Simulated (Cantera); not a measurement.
Charge: 1 mol MgF₂, 0.11 mol H₂O, 0.17 mol N₂, 0.16 mol O₂, held at 1402 °C and 10.0 mbar.

Equilibrium computed with Cantera from the NASA thermochemical tables; the gas is ideal and each condensed phase is pure. Candidate condensed phases: H₂O, Mg, MgF₂, MgO, Mg(OH)₂; 50 gas species. Mutual solubility and eutectic melting of coexisting phases are not modelled. Rates play no part.

Base state: HF 0.359, N₂ 0.284, O₂ 0.267, MgF₂ 0.0822, H₂O 0.00465, NO 0.00178, OH 0.000222, O 0.000177 (mole fractions); condensed: MgF₂(l) + MgO(s).

What changes in the equilibrium state with this change: temperature from 1402 °C to 775 °C?


```json
[
 {"species": "N₂", "before": "0.284", "after": "0.380"},
 {"species": "O₂", "before": "0.267", "after": "0.358"},
 {"species": "H₂O", "before": "0.00465", "after": "0.230"},
 {"species": "HF", "before": "0.359", "after": "0.0323"},
 {"species": "MgF₂", "before": "0.0822", "after": "1.21e-8"},
 {"species": "O", "before": "0.000177", "after": "3.80e-9"},
 {"species": "Mg₂F₄", "before": "4.08e-5", "after": "<1e-9"},
 {"species": "F", "before": "3.02e-5", "after": "<1e-9"},
 {"species": "OH", "before": "0.000222", "after": "1.55e-6"},
 {"species": "NO", "before": "0.00178", "after": "4.70e-5"},
 {"species": "MgF₂(l), mol", "before": "0.844", "after": "0"},
 {"species": "MgO(s), mol", "before": "0.107", "after": "0.00723"},
 {"species": "MgF₂(s), mol", "before": "0", "after": "0.993"}
]
```
